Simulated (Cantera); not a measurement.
Fe2O3 + C + CO (carbothermic reduction)

Feed: 1 mol Fe2O3, 1.6 mol C, 0.65 mol CO, equilibrated at 2100 Pa.

Method: chemical equilibrium by Gibbs-energy minimisation in Cantera with the NASA 1993 tables (ideal gas, pure condensed phases). Candidate condensed phases: C, Fe, Fe(CO)5, FeO, Fe2O3, Fe3O4; 15 gas species. Each liquid is taken as pure. Mutual solubility and eutectic melting of coexisting phases are not modelled. The tables' stoichiometric FeO is somewhat more stable than real wüstite, so its field is too wide. FeO: taken at fixed stoichiometry. Rates play no part.

```csv
T (K),log p CO,log p CO2,log p Fe,log p FeO,n Fe(γ),n FeO(s),n Fe(δ),n FeO(l),n Fe(l)
1375,-1.75,-2.50,-8.09,-11.18,0.937,1.06,0,0,0
1425,-1.75,-2.52,-7.55,-10.51,0.927,1.07,0,0,0
1475,-1.74,-2.53,-7.06,-9.89,0.918,1.08,0,0,0
1525,-1.74,-2.54,-6.60,-9.32,0.909,1.09,0,0,0
1575,-1.74,-2.55,-6.17,-8.78,0.901,1.10,0,0,0
1625,-1.74,-2.56,-5.76,-8.28,0.894,1.11,0,0,0
1675,-1.74,-2.58,-5.38,-7.81,0,0,0.880,1.12,0
1725,-1.73,-2.61,-5.03,-7.39,0,0,0.862,1.14,0
1775,-1.73,-2.64,-4.69,-6.99,0,0,0.845,1.15,0
1825,-1.73,-2.66,-4.38,-6.62,0,0,0,1.17,0.830
1875,-1.73,-2.68,-4.09,-6.27,0,0,0,1.17,0.818
1925,-1.73,-2.69,-3.82,-5.93,0,0,0,1.18,0.803
1975,-1.73,-2.71,-3.56,-5.62,0,0,0,1.19,0.782
2025,-1.73,-2.73,-3.32,-5.32,0,0,0,1.19,0.753
```
log p: log10 of the partial pressure in bar; n: condensed amount in mol.

From 1375 K to 1625 K the condensed part is Fe(γ) + FeO(s). From 1675 K to 1775 K the condensed part is Fe(δ) + FeO(l). From 1825 K to 2025 K the condensed part is Fe(l) + FeO(l). The main Fe-bearing gas is Fe throughout.
